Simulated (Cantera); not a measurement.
Input: 1 mol MgO, 19 mol HBr, 34 mol N2, at 952 °C and 10.0 Torr.

Method: chemical equilibrium by Gibbs-energy minimisation in Cantera with the NASA 1993 tables (ideal gas, pure condensed phases). Candidate condensed phases: Br2, H2O, Mg, MgBr2, MgO, Mg(OH)2; 36 gas species. Rates play no part.

Base state: N2 0.640, HBr 0.314, H2O 0.0188, MgBr2 0.0188, Br 0.00559, H2 0.00296, Br2 0.000164 (mole fractions); condensed: gas only.

Q: What changes in the equilibrium state with this change: 0.085 mol NH3 added?

A: 
```csv
species,before,after
N2,0.640,0.639
HBr,0.314,0.314
H2O,0.0188,0.0188
H2,0.00296,0.00471
Br,0.00559,0.00443
MgBr2,0.0188,0.0188
Br2,0.000164,0.000104
```
